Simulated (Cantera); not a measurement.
**Diamond growth**

A diamond (100) surface in a fixed gas of H2 with x(CH4) = 0.0075, x(H) = 0.028, x(CH3) = 0.00042, 27.8 Torr; coverages are run to steady state.

Cantera simulation using the Harris–Goodwin 1993 mechanism for the reconstructed diamond (100) surface; the numbers are that mechanism's predictions, not measurements.

```csv
T (K),growth (µm/h),θ c6HH,θ c6H*,θ c6*H,θ c6**,θ c6HM
925,5.57,0.658,0.0123,0.310,0.00541,0.0112
975,7.23,0.612,0.0162,0.351,0.00807,0.00896
1025,9.00,0.568,0.0206,0.389,0.0115,0.00722
1075,10.7,0.527,0.0254,0.423,0.0159,0.00574
1125,11.7,0.488,0.0305,0.453,0.0211,0.00437
1175,11.5,0.453,0.0358,0.479,0.0273,0.00302
1225,9.79,0.420,0.0413,0.501,0.0345,0.00179
1275,7.54,0.390,0.0467,0.519,0.0425,0.000912
1325,5.90,0.363,0.0522,0.533,0.0513,0.000418
1375,5.16,0.338,0.0574,0.543,0.0609,0.000182
```
θ: site fractions in the mechanism's names (c6HH fully hydrogenated, c6H* and c6*H radical sites, c6** diradical, c6HM methylated).
